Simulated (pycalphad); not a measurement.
All values are pycalphad results on the COST 507 light-alloy database (1999) (1 atm), not direct measurements. The database dates from 1999; later assessments differ in places, in temperatures and in the compounds included.

How does the equilibrium phase assembly of Sn-0.46Si (at.%) change on cooling from 1400 K to 500 K?


```json
[
 {"T (K)": "1029.2", "phases above": "liquid", "phases below": "diamond (Si) + liquid"},
 {"T (K)": "505.0", "phases above": "diamond (Si) + liquid", "phases below": "bct (Sn) + diamond (Si)"}
]
```
Changes were sought between steps of 25 K, so a narrower field can be missed.
